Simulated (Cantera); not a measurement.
A closed system holds: 1 mol c-C4F8, 1.5 mol F2.

Points: T (K) = 1523, 1548, 1573, 1598, 1623, 1648, 1673, 1698, 1723, 1748, 1773, 1798, 1823, 1848; P (Pa) = 1, 4.2, 18, 75, 320, 1300, 5600, 24000, 100000.

Cantera's Mixture.equilibrate('TP', solver="vcs", rtol=1e-11, max_steps=5000) on the NASA tables stopped like this:

```
ERROR: FAILURE its = 5001!

*******************************************************************************
CanteraError thrown by MultiPhase::equilibrate:
VCS solver failed. Return code: -1
*******************************************************************************
```

Problem. What got this run through?

Solution. This is not unique; one that fits is The failure is numerical, not chemical. The same input converged with solver="gibbs", rtol=1e-10, max_steps=50000, and the result passed a check of the equilibrium conditions:
```
   1523          1  C(gr)
   1548          1  C(gr)
   1573          1  C(gr)
   1598          1  C(gr)
   1623          1  C(gr)
   1648          1  C(gr)
   1673          1  C(gr)
   1698          1  C(gr)
   1723          1  C(gr)
   1748          1  C(gr)
   1773          1  C(gr)
   1798          1  C(gr)
   1823          1  C(gr)
   1848          1  C(gr)
   1523        4.2  C(gr)
   1548        4.2  C(gr)
   1573        4.2  C(gr)
   1598        4.2  C(gr)
   1623        4.2  C(gr)
   1648        4.2  C(gr)
   1673        4.2  C(gr)
   1698        4.2  C(gr)
   1723        4.2  C(gr)
   1748        4.2  C(gr)
   1773        4.2  C(gr)
   1798        4.2  C(gr)
   1823        4.2  C(gr)
   1848        4.2  C(gr)
   1523         18  C(gr)
   1548         18  C(gr)
   1573         18  C(gr)
   1598         18  C(gr)
   1623         18  C(gr)
   1648         18  C(gr)
   1673         18  C(gr)
   1698         18  C(gr)
   1723         18  C(gr)
   1748         18  C(gr)
   1773         18  C(gr)
   1798         18  C(gr)
   1823         18  C(gr)
   1848         18  C(gr)
   1523         75  C(gr)
   1548         75  C(gr)
   1573         75  C(gr)
   1598         75  C(gr)
   1623         75  C(gr)
   1648         75  C(gr)
   1673         75  C(gr)
   1698         75  C(gr)
   1723         75  C(gr)
   1748         75  C(gr)
   1773         75  C(gr)
   1798         75  C(gr)
   1823         75  C(gr)
   1848         75  C(gr)
   1523        320  C(gr)
   1548        320  C(gr)
   1573        320  C(gr)
   1598        320  C(gr)
   1623        320  C(gr)
   1648        320  C(gr)
   1673        320  C(gr)
   1698        320  C(gr)
   1723        320  C(gr)
   1748        320  C(gr)
   1773        320  C(gr)
   1798        320  C(gr)
   1823        320  C(gr)
   1848        320  C(gr)
   1523       1300  C(gr)
   1548       1300  C(gr)
   1573       1300  C(gr)
   1598       1300  C(gr)
   1623       1300  C(gr)
   1648       1300  C(gr)
   1673       1300  C(gr)
   1698       1300  C(gr)
   1723       1300  C(gr)
   1748       1300  C(gr)
   1773       1300  C(gr)
   1798       1300  C(gr)
   1823       1300  C(gr)
   1848       1300  C(gr)
   1523       5600  C(gr)
   1548       5600  C(gr)
   1573       5600  C(gr)
   1598       5600  C(gr)
   1623       5600  C(gr)
   1648       5600  C(gr)
   1673       5600  C(gr)
   1698       5600  C(gr)
   1723       5600  C(gr)
   1748       5600  C(gr)
   1773       5600  C(gr)
   1798       5600  C(gr)
   1823       5600  C(gr)
   1848       5600  C(gr)
   1523    2.4e+04  C(gr)
   1548    2.4e+04  C(gr)
   1573    2.4e+04  C(gr)
   1598    2.4e+04  C(gr)
   1623    2.4e+04  C(gr)
   1648    2.4e+04  C(gr)
   1673    2.4e+04  C(gr)
   1698    2.4e+04  C(gr)
   1723    2.4e+04  C(gr)
   1748    2.4e+04  C(gr)
   1773    2.4e+04  C(gr)
   1798    2.4e+04  C(gr)
   1823    2.4e+04  C(gr)
   1848    2.4e+04  C(gr)
   1523      1e+05  C(gr)
   1548      1e+05  C(gr)
   1573      1e+05  C(gr)
   1598      1e+05  C(gr)
   1623      1e+05  C(gr)
   1648      1e+05  C(gr)
   1673      1e+05  C(gr)
   1698      1e+05  C(gr)
   1723      1e+05  C(gr)
   1748      1e+05  C(gr)
   1773      1e+05  C(gr)
   1798      1e+05  C(gr)
   1823      1e+05  C(gr)
   1848      1e+05  C(gr)
```

The gas is ideal and each condensed phase is pure. The feed counts by its element totals alone.
